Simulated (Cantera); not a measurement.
A closed system holds: 1 mol TiC, 0.018 mol H2, held at 1 atm.

Equilibrium computed with Cantera from the NASA thermochemical tables; the gas is ideal and each condensed phase is pure. Candidate condensed phases: C, C6H6, C7H8, C8H18, Ti, TiC; 89 gas species. Ions and electrons are included (thermal ionisation). TiC: taken at fixed stoichiometry. Rates play no part.

Which condensed phases are stable at each of these points (T (K)): 3000, 3500, 4000, 4500, 5000?


```tsv
T (K)	condensed phases	Ti condensed (%)
3000	TiC(s)	100.0
3500	TiC(l)	99.9
4000	TiC(l)	98.8
4500	gas only	0.0
5000	gas only	0.0
```

At 3000 K the condensed part is TiC(s). From 3500 K to 4000 K the condensed part is TiC(l). From 4500 K to 5000 K nothing is condensed.
